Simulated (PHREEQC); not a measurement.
1 kg of water holding 0.34 mol KCl, 0.0077 mol K2CO3, 0.0083 mol KHCO3 and 0.0029 mol K2SO4 is evaporated at 25 °C; the solids stay in contact with the brine. No CO2 enters from the air. Only these solids could form: Arcanite, Kalicinite, Misenite, Sylvite.

The series has 28 steps of water left (kg), from 1 to 0.005014.

All values are PHREEQC results (Pitzer model, pitzer.dat), not measurements.

Which solids form, in which order, and at which step of the series does each first stand?

Sylvite from water left = 0.06418 kg (pH 9.42); Arcanite from water left = 0.03564 kg (pH 9.45); Kalicinite from water left = 0.005014 kg (pH 9.80).

Complexes and solids missing from the database can't appear.
